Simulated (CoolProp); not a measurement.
o-xylene at several states: density (kg/m³) from the reference equation and from simpler models built on Tc = 630.3 K, pc = 37.37 bar, ω = 0.312; each cubic takes its own stable root.

Model: reference Helmholtz-energy equation of state, Zhou 2012, in CoolProp.

```tsv
T (K)	p (bar)	phase	reference	van der Waals	Redlich-Kwong
276.4	0.157	liquid	894.2	0.7312	763.6
486.3	54.6	liquid	710.1	429.4	601.3
580	51.8	liquid	588.0	366.2	480.2
354.3	0.81	liquid	827.8	2.993	707.2
306.9	30.6	liquid	870.8	505.4	746.6
```

At some of these states van der Waals gives the other phase, because its saturation line lies elsewhere.
